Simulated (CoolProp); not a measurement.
Vapour-liquid equilibrium of CH2F2 (R32) (1) + R152A (2) at 190.3 K; x and y are mole fractions of (1).

Computed with CoolProp (multi-fluid Helmholtz-energy mixture model, Tillner-Roth 1997 and Outcalt 1996; pair parameters Bell 2016).

```tsv
x	bubble pressure (kPa)	y at the bubble point	dew pressure at overall composition x (kPa)	liquid density (mol/L)
0.05	3.550	0.238	2.969	17.34
0.2	5.569	0.588	3.416	18.25
0.35	7.474	0.747	4.019	19.24
0.5	9.301	0.841	4.877	20.33
0.65	11.08	0.904	6.187	21.54
0.8	12.85	0.951	8.409	22.88
0.95	14.63	0.989	12.79	24.37
```

No azeotrope shows between x = 0.05 and 0.95.

The pair parameters rest on a limited set of measurements; away from them the model extrapolates.
